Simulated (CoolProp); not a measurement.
Octamethyltrisiloxane (MDM) along the isobar 0.9 MPa: Z from the reference equation and from simpler models built on Tc = 292.2 °C, pc = 1.438 MPa, ω = 0.528; each cubic takes its own stable root.

Model: reference Helmholtz-energy equation of state, Thol 2017, in CoolProp.

| T (°C) | phase | reference |
|---|---|---|
| -17.85 | liquid | 0.1168 |
| -13.65 | liquid | 0.1155 |
| -9.35 | liquid | 0.1141 |
| -5.15 | liquid | 0.1129 |
| -0.85 | liquid | 0.1117 |
| 3.45 | liquid | 0.1105 |
| 7.65 | liquid | 0.1094 |
| 11.95 | liquid | 0.1083 |
| 16.15 | liquid | 0.1072 |
| 20.45 | liquid | 0.1062 |
| 24.75 | liquid | 0.1052 |
| 28.95 | liquid | 0.1043 |
| 33.25 | liquid | 0.1034 |
| 37.45 | liquid | 0.1025 |
| 41.75 | liquid | 0.1017 |
| 46.05 | liquid | 0.1008 |

How far does each simpler model (van der Waals, Redlich-Kwong, Peng-Robinson) lie from the reference over these 16 states: mean and median of the absolute difference, and the worst?


- van der Waals: mean 73.7 %, median 73.6 %, worst +75.2 % at -17.85 °C and 0.9 MPa
- Redlich-Kwong: mean 17.6 %, median 17.6 %, worst +18.2 % at -17.85 °C and 0.9 MPa
- Peng-Robinson: mean 0.7 %, median 0.7 %, worst +1.4 % at -17.85 °C and 0.9 MPa
